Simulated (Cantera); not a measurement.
Cantera run:

```python
import numpy as np
import cantera as ct

gas_names = """
    H HNO HNO2 HNO3 HO2 H2 H2O H2O2 N NH NH2 NH3 NH2OH NO NO2 NO3 N2 N2H2 N2H4 N2O O OH O2 O3 Si SiH
    SiH2 SiH3 SiH4 SiN SiO SiO2 Si2 Si2N Si3
""".split()
cond_names = """
    H2O(s) H2O(L) Si(cr) Si(L) SiO2(Lqz) SiO2(hqz) SiO2(L) Si2N2O(s) Si3N4(a)
""".split()


# ... load() reads the species with a 1 bar reference pressure and builds the phases ...
atoms = {
    'Si3N4': {'Si': 3, 'N': 4},
    'N2O': {'N': 2, 'O': 1},
    'H2': {'H': 2},
}
top_T = {'Si2N2O(s)': 2100, 'Si3N4(a)': 2400}  # K; cautious upper limits of use, not melting points


# ... equilibrate(T, P, feed) seeds the gas with the atoms and calls Mixture.equilibrate('TP', solver="vcs", rtol=1e-11, max_steps=5000) ...
results = []
feed = {'Si3N4': 1, 'N2O': 0.75, 'H2': 21}  # mol
P = 101325  # Pa
for T in [1273, 1348, 1423, 1498, 1573, 1648, 1723, 1798, 1873, 1948, 2023, 2098, 2173, 2248]:
    mix = equilibrate(T, P, feed)
    results.append((T, P, feed, dict(zip(mix.species_names, mix.species_moles))))

top = {s: max(r[3][s] / sum(r[3][g] for g in gas_names) for r in results) for s in gas_names}
cols = sorted((s for s in top if top[s] > 0.0001), key=lambda s: -top[s])[:7]
seen = [c for c in cond_names if any(r[3].get(c, 0) > 1e-12 for r in results)]
print("log10 of partial pressures in bar; condensed amounts in mol")
print(f"{'T/K':>10s}" + "".join(f"{s[:9]:>10s}" for s in cols + seen))
for T, P, feed, n in results:
    ng = sum(n[g] for g in gas_names)
    print(f"{T:10.4g}" + "".join(f"{np.log10(max(n[s] / ng * P / 1e5, 1e-99)):10.3f}" for s in cols)
          + "".join(f"{n.get(c, 0):10.4g}" for c in seen))
```

It prints:

```
log10 of partial pressures in bar; condensed amounts in mol
       T/K        H2        N2       SiO         H        Si      SiH2       SiH     Si(L) Si2N2O(s)  Si3N4(a)
      1273    -0.014    -1.337   -10.658    -6.154   -14.265   -10.858   -13.288         0      0.75       0.5
      1348    -0.014    -1.337    -9.332    -5.643   -12.683    -9.744   -11.882         0      0.75       0.5
      1423    -0.014    -1.337    -8.148    -5.185   -11.271    -8.748   -10.626         0      0.75       0.5
      1498    -0.014    -1.337    -7.085    -4.772   -10.002    -7.853    -9.499         0      0.75       0.5
      1573    -0.015    -1.337    -6.127    -4.398    -8.855    -7.045    -8.481         0      0.75       0.5
      1648    -0.015    -1.337    -5.257    -4.058    -7.815    -6.312    -7.558         0    0.7499       0.5
      1723    -0.015    -1.337    -4.466    -3.746    -6.867    -5.644    -6.716         0    0.7492    0.5002
      1798    -0.015    -1.336    -3.742    -3.461    -6.000    -5.034    -5.947         0    0.7461    0.5012
      1873    -0.015    -1.334    -3.079    -3.198    -5.204    -4.474    -5.242         0    0.7319    0.5057
      1948    -0.033    -1.089    -2.550    -2.963    -4.634    -4.139    -4.764     1.232    0.6862    0.1096
      2023    -0.049    -0.994    -1.792    -2.746    -4.245    -3.967    -4.461     1.875    0.3705         0
      2098    -0.063    -0.945    -1.509    -2.543    -3.884    -3.806    -4.179     2.241         0         0
      2173    -0.064    -0.945    -1.510    -2.348    -3.548    -3.645    -3.911     2.233         0         0
      2248    -0.065    -0.946    -1.510    -2.166    -3.236    -3.495    -3.662      2.22         0         0
```

These are equilibrium values from Cantera (NASA tables, ideal gas, pure condensed phases), not measurements of a reactor. Mutual solubility and eutectic melting of coexisting phases are not modelled. The tables' values for SiN are old estimates; treat these amounts as uncertain. Gases not in the tables: Si2H6 and higher silanes.
